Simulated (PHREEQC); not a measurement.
**Acid rinse or clean**

Dissolve 20 mmol/kgw HBr and 0.33 mmol/kgw CuCl2 at 25 °C. Closed to the air; pH follows from the charge balance.

Equilibrium calculation in PHREEQC: ion-association model, wateq4f.dat.

Each row changes one thing in this solution. This is a speciation only: nothing precipitates in the calculation.

```
case                                      pH  CuCl+ (mol/kgw)  CuOH+ (mol/kgw)  SI of Tenorite (CuO)  SI of Cu(OH)2 (Cu(OH)2)
--------------------------------------  ----  ---------------  ---------------  --------------------  -----------------------
as made                                 1.75          3.44e-7         1.26e-10                 -7.83                    -8.85
temperature from 25 to 5 °C             1.75          1.22e-7         1.27e-10                 -8.63                    -9.65
diluted 5-fold with water               2.43          1.79e-8         1.44e-10                 -7.07                    -8.09
CuCl2 from 0.00033 to 0.000297 mol/kgw  1.75          2.79e-7         1.13e-10                 -7.88                    -8.90
temperature from 25 to 80 °C            1.76          3.11e-6         1.21e-10                 -6.11                    -7.13
HBr from 0.02 to 0.03 mol/kgw           1.58          3.16e-7         8.05e-11                 -8.21                    -9.23
0.002 mol/kgw KCl added                 1.75          1.36e-6         1.25e-10                 -7.84                    -8.86
temperature from 25 to 35 °C            1.75          5.47e-7         1.25e-10                 -7.47                    -8.49
CuCl2 from 0.00033 to 0.0033 mol/kgw    1.76          3.14e-5          1.20e-9                 -6.85                    -7.87
```

Away from 25 °C the constants follow the database's enthalpies or fits; those with neither stay at their 25 °C values.
